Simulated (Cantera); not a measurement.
What does this Cantera script print?

```python
import numpy as np
import cantera as ct

surf = ct.Interface("ptcombust.yaml", "Pt_surf")
gas = surf.adjacent["gas"]
gas.TPX = 300, 4800, {'CH4': 0.053, 'O2': 0.091, 'N2': 0.79}
jet = ct.ImpingingJet(gas=gas, width=0.062, surface=surf)
jet.inlet.mdot, jet.inlet.T, jet.inlet.X = 0.044, 300, {'CH4': 0.053, 'O2': 0.091, 'N2': 0.79}
jet.set_refine_criteria(ratio=10, slope=0.2, curve=0.3)
show, cover = ['CH4', 'O2', 'H2O', 'OH', 'CO', 'CO2'], ["PT(S)", "H(S)", "O(S)", "OH(S)", "CO(S)", "C(S)"]

rows = []
print(f"{'Ts/K':>7s}" + "".join(f"{s:>11s}" for s in show + cover) + "   (gas at the wall, coverages)")
for i, Ts in enumerate([900, 950, 1000, 1050, 1100, 1150]):
    jet.surface.T = Ts
    if i == 0:
        surf.TP = Ts, 4800
        surf.coverages = "PT(S):0.5, O(S):0.5"
        surf.advance_coverages(1.0)
        jet.set_initial_guess(products="inlet")
    jet.solve(loglevel=0, auto=(i == 0))
    rows.append([*(jet.X[gas.species_index(s), -1] for s in show), *surf[cover].coverages])
    print(f"{Ts:7g}" + "".join(f"{x:11.3e}" for x in rows[-1]))
```

It prints:

```
   Ts/K        CH4         O2        H2O         OH         CO        CO2      PT(S)       H(S)       O(S)      OH(S)      CO(S)       C(S)   (gas at the wall, coverages)
    900  6.593e-03  3.341e-03  9.250e-02  4.451e-10  2.435e-02  3.305e-02  7.664e-01  9.710e-05  6.710e-05  3.369e-05  2.319e-01  1.524e-03
    950  5.342e-03  2.824e-03  9.435e-02  1.158e-09  2.842e-02  2.977e-02  8.609e-01  1.765e-04  4.915e-05  2.467e-05  1.374e-01  1.378e-03
   1000  4.732e-03  2.595e-03  9.489e-02  3.081e-09  3.013e-02  2.848e-02  9.246e-01  2.620e-04  4.524e-05  2.027e-05  7.401e-02  1.024e-03
   1050  4.485e-03  2.534e-03  9.450e-02  8.126e-09  3.028e-02  2.859e-02  9.607e-01  3.351e-04  4.852e-05  1.797e-05  3.819e-02  6.733e-04
   1100  4.420e-03  2.562e-03  9.343e-02  2.075e-08  2.938e-02  2.969e-02  9.795e-01  3.888e-04  5.722e-05  1.676e-05  1.958e-02  4.145e-04
   1150  4.442e-03  2.632e-03  9.184e-02  5.071e-08  2.776e-02  3.154e-02  9.891e-01  4.236e-04  7.154e-05  1.619e-05  1.016e-02  2.472e-04
```

Computed with Cantera and Deutschmann's 1995 Pt surface mechanism with GRI-Mech 3.0 gas chemistry. Catalytic surfaces can have several steady states; this one follows from the mechanism file's or the stated starting coverage.
